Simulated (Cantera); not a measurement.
A perfectly stirred reactor is fed with 0.237 % CO, 0.988 % O2, 0.0109 % H2O, 98.8 % N2, at 1000000 Pa; it is held at 1125 K, and followed from long to short residence time.

Model: GRI-Mech 3.0 (53 species, 325 reactions), integrated in Cantera.

x: mole fraction; the columns are a selection and need not sum to one.

```
τ (s)        x CO     x O2     x H2O     x CO2     x HO2     x N2O
-------  --------  -------  --------  --------  --------  --------
14       0.000405  0.00890  0.000109   0.00197   1.94e-7   1.30e-6
3.1       0.00108  0.00924  0.000108   0.00129   2.75e-7   1.23e-6
0.66      0.00188  0.00963  0.000108  0.000490   3.10e-7       ___
0.14      0.00226  0.00982  0.000108  0.000110   2.83e-7       ___
0.031     0.00236  0.00987  0.000109   1.16e-5   1.35e-7       ___
0.0067    0.00237  0.00988  0.000109   1.26e-7   4.71e-9  4.25e-10
0.0014    0.00237  0.00988  0.000109   9.63e-9  5.08e-10  4.62e-11
0.00031   0.00237  0.00988  0.000109   1.36e-9  4.51e-11  4.29e-12
```

What belongs in the gaps?


- 0.66, x N2O: 5.70e-7
- 0.14, x N2O: 1.42e-7
- 0.031, x N2O: 1.80e-8
